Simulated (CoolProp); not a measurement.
Vapour-liquid equilibrium of acetone (1) + water (2) at 0.19 MPa; x and y are mole fractions of (1).

The numbers come from the multi-fluid Helmholtz-energy mixture model, Lemmon 2006 and Wagner 2002; pair parameters Bell 2016 in CoolProp.

```json
[
 {"x": "0.05", "bubble temperature (K)": "376.8", "y at the bubble point": "0.415", "dew temperature at overall composition x (K)": "390.2", "liquid density (mol/L)": "47.30"},
 {"x": "0.2", "bubble temperature (K)": "358.6", "y at the bubble point": "0.725", "dew temperature at overall composition x (K)": "385.3", "liquid density (mol/L)": "35.59"},
 {"x": "0.35", "bubble temperature (K)": "355.3", "y at the bubble point": "0.769", "dew temperature at overall composition x (K)": "379.6", "liquid density (mol/L)": "27.69"},
 {"x": "0.5", "bubble temperature (K)": "354.0", "y at the bubble point": "0.788", "dew temperature at overall composition x (K)": "372.7", "liquid density (mol/L)": "22.21"},
 {"x": "0.65", "bubble temperature (K)": "352.6", "y at the bubble point": "0.819", "dew temperature at overall composition x (K)": "364.0", "liquid density (mol/L)": "18.27"},
 {"x": "0.8", "bubble temperature (K)": "350.9", "y at the bubble point": "0.875", "dew temperature at overall composition x (K)": "353.4", "liquid density (mol/L)": "15.35"},
 {"x": "0.95", "bubble temperature (K)": "349.3", "y at the bubble point": "0.963", "dew temperature at overall composition x (K)": "349.5", "liquid density (mol/L)": "13.12"}
]
```

No azeotrope shows between x = 0.05 and 0.95.

The pair parameters rest on a limited set of measurements; away from them the model extrapolates. With so large a gap from Raoult's law the liquid may split in two, which this calculation doesn't test in full.
